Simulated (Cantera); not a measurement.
Input: 1 mol PbO, 0.81 mol CH4, 0.1 mol H2, at 5.10 mbar.

These are equilibrium values from Cantera (NASA tables, ideal gas, pure condensed phases), not measurements of a reactor. Candidate condensed phases: C, C6H6, C7H8, C8H18, H2O, Pb, PbO, PbO2, Pb3O4; 113 gas species. Rates play no part. All values below are at 1375 °C.

Base state: H2 0.440, Pb 0.283, CO 0.222, H2O 0.0465, CO2 0.00731, H 0.000827, PbO 2.78e-5 (mole fractions); condensed: gas only.

Question: What changes in the equilibrium state with this change: PbO replaced by Cu2O?

Answer: 
| species | before | after |
|---|---|---|
| H2 | 0.440 | 0.605 |
| CO | 0.222 | 0.305 |
| H2O | 0.0465 | 0.0638 |
| Pb | 0.283 | 0 |
| Cu | 0 | 0.0155 |
| CO2 | 0.00731 | 0.0101 |
| PbO | 2.78e-5 | 0 |
| Cu2 | 0 | 1.44e-5 |
| H | 0.000827 | 0.000970 |
| Cu(l), mol | 0 | 1.96 |
Further candidate phases: Cu, CuO, Cu(OH)2, Cu2O.
